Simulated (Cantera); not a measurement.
A closed system holds: 1 mol B, 2.3 mol O2, 3.4 mol N2, held at 1800 K.

Cantera equilibrium calculation (NASA polynomials, part measured and part estimated; ideal gas, pure solids and liquids). Candidate condensed phases: B, BN, B2O3; 17 gas species. Rates play no part.

Task: Which condensed phases are stable at each of these points (P (Pa)): 10, 37, 140, 520, 1900, 7200, 27000, 100000?

Result: 
| P (Pa) | condensed phases | B condensed (%) |
|---|---|---|
| 10 | gas only | 0.0 |
| 37 | gas only | 0.0 |
| 140 | gas only | 0.0 |
| 520 | gas only | 0.0 |
| 1900 | gas only | 0.0 |
| 7200 | B2O3(l) | 48.0 |
| 27000 | B2O3(l) | 86.4 |
| 100000 | B2O3(l) | 96.3 |

From 0.000100 bar to 0.0190 bar nothing is condensed. From 0.0720 bar to 1.00 bar the condensed part is B2O3(l).
